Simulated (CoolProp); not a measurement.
Vapour-liquid equilibrium of methanol (1) + acetone (2) at 1820 kPa; x and y are mole fractions of (1).

The numbers come from the multi-fluid Helmholtz-energy mixture model, de Reuck 1993 and Lemmon 2006; pair parameters Bell 2016 in CoolProp.

Problem. Give the bubble temperature and the first vapour's composition at x = 0.2, 0.5, 0.65. Is there an azeotrope?

Solution. x = 0.2: 441.6 K, y = 0.255; x = 0.5: 436.0 K, y = 0.546; x = 0.65: 434.7 K, y = 0.674. y crosses x between x = 0.8 and 0.95: the model has an azeotrope there.

Pair parameters are fitted to limited data, so mixtures are less certain than the pure fluids.
